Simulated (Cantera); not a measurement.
Input: 1 mol Si, 2.6 mol Cl2, 26 mol N2, at 1350 K and 0.100 bar.

Equilibrium computed with Cantera from the NASA thermochemical tables; the gas is ideal and each condensed phase is pure. Candidate condensed phases: Si, Si3N4; 13 gas species. The numbers say what is thermodynamically allowed, not how fast it happens.

Task: What is the equilibrium state?

Result: 
| Quantity | Value |
|---|---|
| x(N2) | 0.938 |
| x(SiCl4) | 0.0361 |
| x(Cl2) | 0.0176 |
| x(Cl) | 0.00801 |
| x(SiCl3) | 2.45e-6 |
| gas amount | 27.71 mol |
| log10 activity of Si(s) (absent) | -15.74 |
